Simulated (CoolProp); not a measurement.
Computed with CoolProp (reference Helmholtz-energy equation of state, Thol 2016).

Problem. Give the vapour pressure (MPa), liquid cp (kJ/(kg K)), vapour Z of saturated hexamethyldisiloxane (MM) at 105.55, 143.05 °C.

Solution. 
| T (°C) | p (MPa) | liquid cp (kJ/(kg K)) | vapour Z |
|---|---|---|---|
| 105.55 | 0.117 | 2.13 | 0.930 |
| 143.05 | 0.301 | 2.26 | 0.863 |
